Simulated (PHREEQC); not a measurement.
A solution holds 0.12 mol/kgw CuCl2, 0.008 mol/kgw HNO3 and 0.0065 mol/kgw FeCl3, at 47 °C. Closed to the air; pH follows from the charge balance.

The numbers come from PHREEQC with the ion-association model, phreeqc.dat.

No solid was allowed to form.

**Question.** Order these Cu species by the share of Cu that they hold, largest first: Cu+2, CuCl2, CuCl+.

**Answer.** Cu+2 (69 %), CuCl+ (30 %), CuCl2 (1.8 %)

**Question.** Order these Cl species by the share of Cl that they hold, largest first: FeCl2+, CuCl+, Cl-, CuCl2, FeCl+2.

**Answer.** Cl- (83 %), CuCl+ (14 %), CuCl2 (1.7 %), FeCl+2 (1.3 %), FeCl2+ (0.31 %)

The pH is 2.13 and the ionic strength 0.315 mol/kgw. Saturation is exceeded, for instance for Hematite (slow to form), Goethite (slow to form); the values hold only as long as no solid forms. Constants without temperature data keep their 25 °C values here.
